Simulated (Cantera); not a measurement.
A Cantera script and what it prints.

```python
import numpy as np
import cantera as ct

gas_names = """
    CL CL2 H HCL H2 Si SiCL SiCL2 SiCL3 SiCL4 SiH SiHCL3 SiH2 SiH2CL2 SiH3 SiH3CL SiH4 Si2 Si3
""".split()
cond_names = """
    Si(cr) Si(L)
""".split()


def load(file, names, dense=False):
    # The tables refer to 1 bar. Condensed volumes are neglected.
    table = {s.name: s for s in ct.Species.list_from_file(file)}
    out = []
    for n in names:
        d = dict(table[n].input_data)
        d["thermo"] = dict(d["thermo"], **{"reference-pressure": 1e5})
        if dense:
            d["equation-of-state"] = {"model": "constant-volume", "density": "1e6 g/cm^3"}
        out.append(ct.Species.from_dict(d))
    return out


gas = ct.Solution(thermo="ideal-gas", species=load("nasa_gas.yaml", gas_names))
cond = {s.name: ct.Solution(thermo="fixed-stoichiometry", species=[s], name=s.name)
        for s in load("nasa_condensed.yaml", cond_names, dense=True)}
atoms = {
    'SiCl4': {'Si': 1, 'CL': 4},
    'Cl2': {'CL': 2},
    'H2': {'H': 2},
}
top_T = {}  # K; cautious upper limits of use, not melting points


def equilibrate(T, P, feed):
    n = {}
    for name, mol in feed.items():
        for a, k in atoms[name].items():
            n[a] = n.get(a, 0.0) + k * mol
    gas.TPX = T, P, n
    mass = sum(n.values()) * gas.mean_molecular_weight
    gas.equilibrate("TP")
    valid = [c for c in cond.values() if c.min_temp <= T <= top_T.get(c.name, c.max_temp)]
    mix = ct.Mixture([(gas, mass / gas.mean_molecular_weight)] + [(c, 0.0) for c in valid])
    mix.T, mix.P = T, P
    mix.equilibrate("TP", solver="vcs", rtol=1e-11, max_steps=5000)
    return mix


results = []
feed = {'SiCl4': 1, 'Cl2': 0.59, 'H2': 10}  # mol
P = 10000  # Pa
for T in [623, 673, 723, 773, 823, 873, 923, 973, 1023, 1073, 1123, 1173, 1223, 1273]:
    mix = equilibrate(T, P, feed)
    results.append((T, P, feed, dict(zip(mix.species_names, mix.species_moles))))
    x = sorted(zip(gas.X, gas.species_names), reverse=True)
    print(f"T = {T:g} K  P = {P:g} Pa  gas = {mix.phase_moles(0):.4g} mol")
    print("   x: " + "  ".join(f"{s} {v:.3e}" for v, s in x if v > 1e-06))
    print("   condensed (mol): " + ("  ".join(f"{mix.phase(i).name} {mix.phase_moles(i):.4g}"
          for i in range(1, mix.n_phases) if mix.phase_moles(i) > 1e-12) or "none"))
```

Result:

```
T = 623 K  P = 10000 Pa  gas = 11.59 mol
   x: H2 8.119e-01  HCL 1.018e-01  SiCL4 8.625e-02  SiHCL3 3.182e-05
   condensed (mol): none
T = 673 K  P = 10000 Pa  gas = 11.59 mol
   x: H2 8.118e-01  HCL 1.019e-01  SiCL4 8.619e-02  SiHCL3 8.681e-05
   condensed (mol): none
T = 723 K  P = 10000 Pa  gas = 11.59 mol
   x: H2 8.117e-01  HCL 1.020e-01  SiCL4 8.608e-02  SiHCL3 2.047e-04
   condensed (mol): none
T = 773 K  P = 10000 Pa  gas = 11.59 mol
   x: H2 8.115e-01  HCL 1.022e-01  SiCL4 8.585e-02  SiHCL3 4.289e-04
   condensed (mol): none
T = 823 K  P = 10000 Pa  gas = 11.59 mol
   x: H2 8.111e-01  HCL 1.026e-01  SiCL4 8.546e-02  SiHCL3 8.150e-04  SiCL3 3.112e-06
   condensed (mol): none
T = 873 K  P = 10000 Pa  gas = 11.59 mol
   x: H2 8.105e-01  HCL 1.033e-01  SiCL4 8.484e-02  SiHCL3 1.426e-03  SiCL3 1.338e-05  SiH2CL2 2.185e-06
   condensed (mol): none
T = 923 K  P = 10000 Pa  gas = 11.59 mol
   x: H2 8.095e-01  HCL 1.042e-01  SiCL4 8.390e-02  SiHCL3 2.323e-03  SiCL3 4.853e-05  SiH2CL2 6.301e-06  SiCL2 1.131e-06
   condensed (mol): none
T = 973 K  P = 10000 Pa  gas = 11.59 mol
   x: H2 8.082e-01  HCL 1.056e-01  SiCL4 8.255e-02  SiHCL3 3.552e-03  SiCL3 1.521e-04  SiH2CL2 1.596e-05  SiCL2 8.038e-06
   condensed (mol): none
T = 1023 K  P = 10000 Pa  gas = 11.59 mol
   x: H2 8.063e-01  HCL 1.075e-01  SiCL4 8.064e-02  SiHCL3 5.119e-03  SiCL3 4.187e-04  SiCL2 4.591e-05  SiH2CL2 3.597e-05
   condensed (mol): none
T = 1073 K  P = 10000 Pa  gas = 11.6 mol
   x: H2 8.035e-01  HCL 1.103e-01  SiCL4 7.795e-02  SiHCL3 6.958e-03  SiCL3 1.023e-03  SiCL2 2.149e-04  SiH2CL2 7.249e-05
   condensed (mol): none
T = 1123 K  P = 10000 Pa  gas = 11.61 mol
   x: H2 7.993e-01  HCL 1.146e-01  SiCL4 7.407e-02  SiHCL3 8.858e-03  SiCL3 2.223e-03  SiCL2 8.288e-04  SiH2CL2 1.298e-04
   condensed (mol): none
T = 1173 K  P = 10000 Pa  gas = 11.65 mol
   x: H2 7.925e-01  HCL 1.216e-01  SiCL4 6.841e-02  SiHCL3 1.039e-02  SiCL3 4.255e-03  SiCL2 2.610e-03  SiH2CL2 2.020e-04  SiH3CL 1.066e-06
   condensed (mol): none
T = 1223 K  P = 10000 Pa  gas = 11.71 mol
   x: H2 7.820e-01  HCL 1.326e-01  SiCL4 6.045e-02  SiHCL3 1.100e-02  SiCL3 7.078e-03  SiCL2 6.607e-03  SiH2CL2 2.670e-04  SiH3CL 1.784e-06
   condensed (mol): none
T = 1273 K  P = 10000 Pa  gas = 11.81 mol
   x: H2 7.672e-01  HCL 1.481e-01  SiCL4 5.028e-02  SiCL2 1.351e-02  SiHCL3 1.041e-02  SiCL3 1.018e-02  SiH2CL2 2.982e-04  SiH3CL 2.385e-06  H 1.975e-06
   condensed (mol): none
```

These are equilibrium values from Cantera (NASA tables, ideal gas, pure condensed phases), not measurements of a reactor. The tables' values for SiCl3 are old estimates; treat these amounts as uncertain.
